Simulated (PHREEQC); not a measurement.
Dissolve 0.0088 mol NaOH, 0.0038 mol K2SiO3 and 9.4e-05 mol Mg(NO3)2 per kg of water at 25 °C and 100 atm. Closed to the air; pH follows from the charge balance.

Model: ion-association model, phreeqc.dat, run in PHREEQC.

This is a speciation only: nothing precipitates in the calculation.

Q: Predict the pH, ionic strength.

A: pH 11.99; ionic strength 0.0169 mol/kgw.

Q: In which forms is Mg present?

A: MgOH+ 71 %, Mg+2 29 % of the Mg.

Species that the database lacks are ignored. Under pressure, the constants of complexes without a molar volume in the database are unreliable.
